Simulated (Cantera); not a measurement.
Catalytic combustion on Pt

An isothermal plug-flow reactor at 1148 K and 2.90 bar (inlet), inlet velocity 0.3 m/s, active area per volume 810 1/m; feed CH₄ : O₂ : N₂ = 0.0036 : 0.13 : 0.79 (molar parts), equivalence ratio 0.055.

Computed with Cantera and Deutschmann's 1995 Pt surface mechanism with GRI-Mech 3.0 gas chemistry. Catalytic surfaces can have several steady states; this one follows from the mechanism file's or the stated starting coverage. Mass transfer to the wall is taken as infinitely fast.

| z (m) | x CH₄ | x O₂ | x H₂O | x CO₂ | x CO | θ free Pt | θ O* | θ OH* |
|---|---|---|---|---|---|---|---|---|
| 5.4e-05 | 0.00381 | 0.141 | 0.000174 | 8.38e-5 | 3.12e-6 | 0.272 | 0.728 | 0.000333 |
| 9.7e-05 | 0.00374 | 0.140 | 0.000310 | 0.000152 | 3.14e-6 | 0.272 | 0.728 | 0.000417 |
| 0.00017 | 0.00363 | 0.140 | 0.000536 | 0.000264 | 3.05e-6 | 0.272 | 0.728 | 0.000528 |
| 0.00031 | 0.00342 | 0.140 | 0.000951 | 0.000470 | 2.88e-6 | 0.272 | 0.727 | 0.000687 |
| 0.00054 | 0.00309 | 0.139 | 0.00158 | 0.000784 | 2.63e-6 | 0.272 | 0.727 | 0.000875 |
| 0.00097 | 0.00256 | 0.138 | 0.00262 | 0.00129 | 2.25e-6 | 0.272 | 0.727 | 0.00112 |
| 0.0017 | 0.00184 | 0.137 | 0.00401 | 0.00197 | 1.84e-6 | 0.273 | 0.726 | 0.00138 |
| 0.0031 | 0.000952 | 0.135 | 0.00575 | 0.00282 | 1.47e-6 | 0.273 | 0.725 | 0.00164 |
| 0.0054 | 0.000312 | 0.134 | 0.00705 | 0.00348 | 7.75e-7 | 0.273 | 0.725 | 0.00182 |
x: gas mole fraction; θ: surface coverage.
